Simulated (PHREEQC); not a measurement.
Consider water at 25 °C with 0.018 mol HNO3, 0.00049 mol Fe(NO3)3 and 0.22 mol CuSO4 per kg of water. Closed to the air; pH follows from the charge balance.

Model: ion-association model, phreeqc.dat, run in PHREEQC.

| quantity | before | after |
|---|---|---|
| pH | 2.36 | 3.02 |
| ionic strength (mol/kgw) | 0.430 | 0.0569 |
| CuSO4 (mol/kgw) | 0.111 | 0.00789 |
| Cu+2 (mol/kgw) | 0.109 | 0.0141 |
| SO4-2 (mol/kgw) | 0.0964 | 0.0134 |
| HSO4- (mol/kgw) | 0.0123 | 0.000681 |
| SI of Goethite (FeOOH) | +2.05 | +3.69 |
| SI of Fe(OH)3(a) (Fe(OH)3) | -3.84 | -2.20 |

### Question
Name the change that produced these shifts.
A) Fe(NO3)3 from 0.00049 to 0.0049 mol/kgw
B) diluted 10-fold with water
C) HNO3 from 0.018 to 0.009 mol/kgw
D) HNO3 left out

### Answer
B, diluted 10-fold with water

No solid was allowed to form. Some of these states are supersaturated (in Hematite (slow to form), Goethite (slow to form), for instance).
